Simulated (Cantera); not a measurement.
Charge: 1 mol AlN, 480 mol H₂, held at 1900 K.

Method: chemical equilibrium by Gibbs-energy minimisation in Cantera with the NASA 1993 tables (ideal gas, pure condensed phases). Candidate condensed phases: Al, AlN; 13 gas species. Kinetics and transport are ignored.

x: gas mole fraction; n: condensed amount in mol.

| P (Pa) | x H₂ | x H | x Al | x N₂ | x AlH | n AlN(s) |
|---|---|---|---|---|---|---|
| 1 | 0.776 | 0.221 | 0.00185 | 0.000924 | 1.81e-6 | 0 |
| 6.80 | 0.905 | 0.0916 | 0.00198 | 0.000991 | 5.46e-6 | 0 |
| 46 | 0.961 | 0.0363 | 0.00202 | 0.00102 | 1.50e-5 | 0 |
| 320 | 0.983 | 0.0139 | 0.00202 | 0.00103 | 4.00e-5 | 0 |
| 2200 | 0.992 | ? | 0.00197 | 0.00104 | ? | 0 |
| 15000 | 0.995 | ? | ? | ? | ? | ? |
| 100000 | 0.999 | 0.000793 | 0.000225 | 0.000152 | 7.93e-5 | 0.854 |

Task: Fill in the missing entries.

Result: 
- 2200, x H: 0.00533
- 2200, x AlH: 0.000102
- 15000, x H: 0.00204
- 15000, x Al: 0.00159
- 15000, x N₂: 0.000904
- 15000, x AlH: 0.000217
- 15000, n AlN(s): 0.129
